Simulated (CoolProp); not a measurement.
Model: reference Helmholtz-energy equation of state, Zhou 2012, in CoolProp.

Q: Give the vapour pressure (MPa), liquid density (kg/m³), vapour Z, vapour viscosity (µPa s) of saturated m-xylene at 451.2 K.

A: 
| T (K) | p (MPa) | liquid density (kg/m³) | vapour Z | vapour viscosity (µPa s) |
|---|---|---|---|---|
| 451.2 | 0.260 | 715 | 0.917 | 9.70 |

Viscosity comes from a separate model (Cao 2016).
